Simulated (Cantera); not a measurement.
A Cantera script and what it prints.

```python
import numpy as np
import cantera as ct

gas_names = """
    CL CL2 H HCL H2 Si SiCL SiCL2 SiCL3 SiCL4 SiH SiHCL3 SiH2 SiH2CL2 SiH3 SiH3CL SiH4 Si2 Si3
""".split()
cond_names = """
    Si(cr) Si(L)
""".split()


# ... load() reads the species with a 1 bar reference pressure and builds the phases ...
atoms = {
    'SiCl4': {'Si': 1, 'CL': 4},
    'H2': {'H': 2},
}
top_T = {}  # K; cautious upper limits of use, not melting points


# ... equilibrate(T, P, feed) seeds the gas with the atoms and calls Mixture.equilibrate('TP', solver="vcs", rtol=1e-11, max_steps=5000) ...
results = []
feed = {'SiCl4': 1, 'H2': 1500}  # mol
T = 2623.15  # K
P = 80000  # Pa
mix = equilibrate(T, P, feed)
results.append((T, P, feed, dict(zip(mix.species_names, mix.species_moles))))
print(gas.report(threshold=0.001))
for i in range(1, mix.n_phases):
    print(f"{mix.phase(i).name:16s} {mix.phase_moles(i):12.5e} mol")
```

Result:

```
       temperature   2623.2 K
          pressure   80000 Pa
           density   0.007616 kg/m^3
  mean mol. weight   2.0763 kg/kmol
   phase of matter   gas

                          1 kg             1 kmol
                     ---------------   ---------------
          enthalpy        4.0333e+07        8.3745e+07  J
   internal energy        2.9829e+07        6.1934e+07  J
           entropy             96332        2.0002e+05  J/K
    Gibbs function       -2.1236e+08       -4.4093e+08  J
 heat capacity c_p             17036             35372  J/K
 heat capacity c_v             13031             27057  J/K

                      mass frac. Y      mole frac. X     chem. pot. / RT
                     ---------------   ---------------   ---------------
                 H          0.022305          0.045944           -10.326
               HCL          0.044098         0.0025114           -37.685
                H2           0.92319           0.95081           -20.652
     [  +16 minor]          0.010409        0.00073442

Si(L)             0.00000e+00 mol
```

These are equilibrium values from Cantera (NASA tables, ideal gas, pure condensed phases), not measurements of a reactor. Gases not in the tables: Si2H6 and higher silanes.
